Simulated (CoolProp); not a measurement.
Vapour-liquid equilibrium of ethanol (1) + dimethyl carbonate (2) at 403.6 K; x and y are mole fractions of (1).

Values from CoolProp's multi-fluid Helmholtz-energy mixture model, Schroeder 2014 and Zhou 2011; pair parameters Bell 2016.

| x | bubble pressure (MPa) | y at the bubble point | dew pressure at overall composition x (MPa) | liquid density (mol/L) |
|---|---|---|---|---|
| 0.05 | 0.3610 | 0.159 | 0.3286 | 10.27 |
| 0.125 | 0.4177 | 0.315 | 0.3503 | 10.47 |
| 0.2 | 0.4627 | 0.418 | 0.3747 | 10.68 |
| 0.275 | 0.4983 | 0.493 | 0.4020 | 10.91 |
| 0.35 | 0.5265 | 0.551 | 0.4324 | 11.17 |
| 0.425 | 0.5487 | 0.599 | [?] | 11.44 |
| 0.5 | 0.5662 | 0.641 | 0.5018 | 11.75 |
| 0.575 | 0.5800 | 0.680 | 0.5379 | 12.09 |
| 0.65 | [?] | 0.718 | 0.5699 | 12.45 |
| 0.725 | 0.5977 | 0.760 | 0.5919 | 12.86 |
| 0.8 | 0.6013 | 0.807 | 0.6010 | 13.30 |
| 0.875 | 0.6000 | 0.863 | 0.5992 | [?] |
| 0.95 | 0.5918 | 0.937 | 0.5898 | [?] |

### Question
Complete the blanks.

### Answer

- 0.425, dew pressure at overall composition x (MPa): 0.4660
- 0.65, bubble pressure (MPa): 0.5904
- 0.875, liquid density (mol/L): 13.79
- 0.95, liquid density (mol/L): 14.32

y crosses x between x = 0.8 and 0.875: the model has an azeotrope there.

The pair parameters rest on a limited set of measurements; away from them the model extrapolates.
